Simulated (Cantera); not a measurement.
A perfectly stirred reactor is fed with H2 : O2 : N2 = 1 : 0.385 : 1.45 (molar parts), equivalence ratio 1.3, at 420 Torr; it is adiabatic with a 725 K inlet, and is followed from long to short residence time, starting on the burning branch (τ in s: 0.032, 0.017, 0.0088, 0.0046, 0.0024, 0.0013, 0.00067, 0.00035, 0.00019, 9.8e-05, 5.2e-05, 2.7e-05).

Computed with Cantera and the H2/O2 subset of GRI-Mech 3.0, which has no nitrogen chemistry.

What does this change do: H2 1 to 0.71 parts?


```csv
quantity,before,after
"blow-out, bracketed by the residence times tried","burning at 27.0 µs, the shortest tried","burning at 27.0 µs, the shortest tried"
x(H2) at τ = 32.0 ms,0.0938,0.0196
x(O2) at τ = 32.0 ms,0.00138,0.0189
x(H2O2) at τ = 32.0 ms,6.37e-8,2.02e-7
x(O) at τ = 32.0 ms,0.00105,0.00313
x(H) at τ = 32.0 ms,0.0149,0.00555
x(H2) at τ = 0.670 ms,0.0952,0.0391
x(O2) at τ = 0.670 ms,0.00771,0.0289
x(H2O2) at τ = 0.670 ms,1.83e-7,2.61e-7
x(O) at τ = 0.670 ms,0.00618,0.0104
x(H) at τ = 0.670 ms,0.0487,0.0271
```

What does this change do: inlet temperature 725 to 500 K?


```
quantity                                                                          before                                   after
------------------------------------------------  --------------------------------------  --------------------------------------
blow-out, bracketed by the residence times tried  burning at 27.0 µs, the shortest tried  burning at 27.0 µs, the shortest tried
x(H2) at τ = 32.0 ms                                                              0.0938                                  0.0927
x(O2) at τ = 32.0 ms                                                             0.00138                                0.000779
x(H2O2) at τ = 32.0 ms                                                           6.37e-8                                 4.27e-8
x(O) at τ = 32.0 ms                                                              0.00105                                0.000547
x(H) at τ = 32.0 ms                                                               0.0149                                  0.0113
x(H2) at τ = 0.670 ms                                                             0.0952                                  0.0925
x(O2) at τ = 0.670 ms                                                            0.00771                                 0.00704
x(H2O2) at τ = 0.670 ms                                                          1.83e-7                                 2.45e-7
x(O) at τ = 0.670 ms                                                             0.00618                                 0.00514
x(H) at τ = 0.670 ms                                                              0.0487                                  0.0469
```
